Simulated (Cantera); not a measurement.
# Stirred combustor or abatement burner

A perfectly stirred reactor is fed with 9.35 % CH4, 0.608 % C2H6, 18.9 % O2, 71.2 % N2, at 1.01 bar; it is adiabatic with a 648 K inlet, and is followed from long to short residence time, starting on the burning branch (τ in s: 0.024, 0.011, 0.005, 0.0023, 0.0011, 0.00048, 0.00022, 0.0001, 4.6e-05).

Cantera simulation using GRI-Mech 3.0 (53 species, 325 reactions); the numbers are that mechanism's predictions, not measurements.

```json
[
 {"τ (s)": "0.024", "T (K)": "2373", "x CH4": "6.91e-6", "x C2H6": "4.88e-8", "x O2": "0.00357", "x CH2": "4.83e-7", "x HCN": "1.22e-6"},
 {"τ (s)": "0.011", "T (K)": "2351", "x CH4": "1.24e-5", "x C2H6": "1.04e-7", "x O2": "0.00453", "x CH2": "8.61e-7", "x HCN": "1.64e-6"},
 {"τ (s)": "0.0050", "T (K)": "2319", "x CH4": "2.20e-5", "x C2H6": "2.22e-7", "x O2": "0.00593", "x CH2": "1.45e-6", "x HCN": "1.99e-6"},
 {"τ (s)": "0.0023", "T (K)": "2276", "x CH4": "3.86e-5", "x C2H6": "4.61e-7", "x O2": "0.00770", "x CH2": "2.33e-6", "x HCN": "2.28e-6"},
 {"τ (s)": "0.0011", "T (K)": "2228", "x CH4": "6.75e-5", "x C2H6": "9.15e-7", "x O2": "0.00969", "x CH2": "3.58e-6", "x HCN": "2.56e-6"},
 {"τ (s)": "0.00048", "T (K)": "2168", "x CH4": "0.000133", "x C2H6": "1.99e-6", "x O2": "0.0122", "x CH2": "5.90e-6", "x HCN": "3.06e-6"},
 {"τ (s)": "0.00022", "T (K)": "2110", "x CH4": "0.000272", "x C2H6": "4.26e-6", "x O2": "0.0151", "x CH2": "9.93e-6", "x HCN": "4.01e-6"},
 {"τ (s)": "0.00010", "T (K)": "2049", "x CH4": "0.000621", "x C2H6": "9.99e-6", "x O2": "0.0194", "x CH2": "1.86e-5", "x HCN": "6.11e-6"},
 {"τ (s)": "4.6e-5", "T (K)": "1959", "x CH4": "0.00194", "x C2H6": "3.18e-5", "x O2": "0.0298", "x CH2": "4.27e-5", "x HCN": "1.16e-5"}
]
```
x: mole fraction; the columns are a selection and need not sum to one.
